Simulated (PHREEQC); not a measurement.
Metal-bearing waste water: an equilibrium model

A solution holds 4.6 mmol/kgw CdCl2, 6.4 mmol/kgw CaCl2, 0.09 mmol/kgw H2SO4 and 2.7 mmol/kgw NaCl, at 25 °C. Closed to the air; pH follows from the charge balance.

Computed with PHREEQC (ion-association model, phreeqc.dat).

No solid was allowed to form.

### Question
Estimate the pH.

### Answer
pH 3.81.

### Question
In which forms is Cd present?

### Answer
CdCl+ 50 %, Cd+2 46 %, CdCl2 3.3 % of the Cd.

Complexes and solids missing from the database can't appear.
